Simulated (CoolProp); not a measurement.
Vapour-liquid equilibrium of hydrogen sulfide (1) + benzene (2) at 23.55 °C; x and y are mole fractions of (1).

Values from CoolProp's multi-fluid Helmholtz-energy mixture model, Lemmon 2006 and Thol 2012; pair parameters Bell 2016.

| x | bubble pressure (kPa) | y at the bubble point | dew pressure at overall composition x (kPa) | liquid density (mol/L) |
|---|---|---|---|---|
| 0.05 | 100.8 | 0.885 | 12.49 | 11.55 |
| 0.15 | 272.7 | 0.959 | 13.96 | 12.29 |
| 0.25 | 442.5 | 0.976 | 15.82 | 13.10 |
| 0.35 | 615.1 | 0.984 | 18.25 | 14.01 |
| 0.45 | 793.9 | 0.989 | 21.56 | 15.02 |
| 0.55 | 981.2 | … | 26.32 | … |
| 0.65 | 1178 | 0.995 | 33.79 | 17.41 |
| 0.75 | 1385 | 0.996 | 47.16 | 18.81 |
| 0.85 | 1601 | … | 78.00 | … |
| 0.95 | … | 0.999 | 224.7 | 22.02 |

Problem. Complete the blanks.

Solution. 
- 0.55, y at the bubble point: 0.992
- 0.55, liquid density (mol/L): 16.15
- 0.85, y at the bubble point: 0.998
- 0.85, liquid density (mol/L): 20.36
- 0.95, bubble pressure (kPa): 1827

No azeotrope shows between x = 0.05 and 0.95.

The pair parameters rest on a limited set of measurements; away from them the model extrapolates.
